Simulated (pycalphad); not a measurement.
## Effect of Mg content in Al-Si-Mg

Source of the numbers: pycalphad with the COST 507 light-alloy database (1999); pressure 1 atm. These are 1990s assessments: newer ones move some temperatures and phases. Phase fractions are per mole of atoms.

```tsv
alloy	liquidus (K)	first solid	solidus (K)	phases at 770 K
Al-13.28Si-0.251Mg (wt.%)	861	diamond (Si)	842	fcc 0.88, diamond (Si) 0.12
Al-13.28Si-0.3765Mg (wt.%)	860	diamond (Si)	837	fcc 0.88, diamond (Si) 0.12, MG2SI under 0.01
Al-13.28Si-0.5021Mg (wt.%)	859	diamond (Si)	833	fcc 0.88, diamond (Si) 0.12, MG2SI under 0.01
Al-13.29Si-1.005Mg (wt.%)	___	diamond (Si)	___	___
```

Task: Complete the blanks.

Result: 
- Al-13.29Si-1.005Mg (wt.%), liquidus (K): 855
- Al-13.29Si-1.005Mg (wt.%), solidus (K): 831
- Al-13.29Si-1.005Mg (wt.%), phases at 770 K: fcc 0.87, diamond (Si) 0.12, MG2SI 0.01

Database names, with the compositions (at.%) that they take in these runs: MG2SI: Mg 67 Si 33.
